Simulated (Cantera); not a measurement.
Mixture: CH₄ : C₂H₆ : C₃H₈ : O₂ : N₂ = 1 : 0.037 : 1.4 : 13.4 : 83.2 (molar parts), equivalence ratio 0.68, at 1400000 Pa, adiabatic and at constant volume. Ignition delay is the time to a rise of 400 K.

Computed with Cantera and GRI-Mech 3.0 (53 species, 325 reactions). GRI-Mech 3.0 was tuned for natural gas; its chemistry of propane as a main component is partial and can be far from experiment. The pressure lies above the range GRI-Mech 3.0 was tuned for (to about 10 atm).

Q: What does this change do: O2 13.4 to 8.4 parts?

A: 
| quantity | before | after |
|---|---|---|
| delay at 1300 K | 0.322 ms | 0.472 ms |
| delay at 1400 K | 77.1 µs | 0.112 ms |
| delay at 1500 K | 23.5 µs | 34.1 µs |
| delay at 1600 K | 9.05 µs | 13.1 µs |
| apparent activation energy between 1550 and 1650 K | 180 kJ/mol | 180 kJ/mol |

Q: What does this change do: pressure from 1400000 Pa to 31000 Pa?

A: 
```csv
quantity,before,after
delay at 1300 K,0.322 ms,2.28 ms
delay at 1400 K,77.1 µs,0.591 ms
delay at 1500 K,23.5 µs,0.223 ms
delay at 1600 K,9.05 µs,0.111 ms
apparent activation energy between 1550 and 1650 K,180 kJ/mol,130 kJ/mol
```
